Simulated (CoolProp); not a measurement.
Aqueous lithium chloride as a coolant, at 17 °C, 1 atm.

Model: Melinder's fits for secondary coolants, in CoolProp.

```
mass %  freezing point (°C)  density (kg/m³)  conductivity (W/(m K))  Prandtl number  viscosity (mPa s)
------  -------------------  ---------------  ----------------------  --------------  -----------------
3.7                    -3.5             1020                   0.583            8.34               1.22
6.3                    -6.7             1035                   0.577            8.87               1.33
9                     -10.6             1051                   0.571            9.49               1.46
11.6                  -15.2             1066                   0.566            10.2               1.61
14.3                  -21.8             1082                   0.560            11.0               1.78
16.9                  -30.5             1097                   0.554            12.0               1.98
19.6                  -42.0             1114                   0.549            13.2               2.22
```
